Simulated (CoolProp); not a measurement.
Vapour pressure (kPa) of R11: the reference equation beside estimates from Tc = 198.0 °C, pc = 4408 kPa, ω = 0.189. Clausius-Clapeyron is anchored at 60.75 °C with a constant enthalpy of vaporisation of 22.89 kJ/mol.

The numbers come from the reference Helmholtz-energy equation of state, Jacobsen 1992 in CoolProp.

```
T (°C)  reference  Clausius-Clapeyron  Redlich-Kwong  Peng-Robinson
------  ---------  ------------------  -------------  -------------
54.55       269.2               273.6          365.3          268.4
60.75       319.8               319.8          427.6          318.6
66.95       377.2               371.6          497.3          375.7
73.15       442.1               429.6          574.6          440.2
79.35       515.1               494.0          660.1          512.8
85.55       596.7               565.4          754.3          594.1
91.75       687.6               644.2          857.4          684.7
97.95       788.3               730.7          970.0          785.3
104.15      899.6               825.4           1092          896.5
110.35       1022               928.7           1225           1019
116.55       1156                1041           1368           1154
122.75       1303                1163           1523           1301
128.95       1463                1294           1689           1462
```

Absolute difference from the reference over all 13 rows, mean and median: Clausius-Clapeyron 6.0 and 6.3 %, Redlich-Kwong 25.0 and 24.7 %, Peng-Robinson 0.3 and 0.4 %.
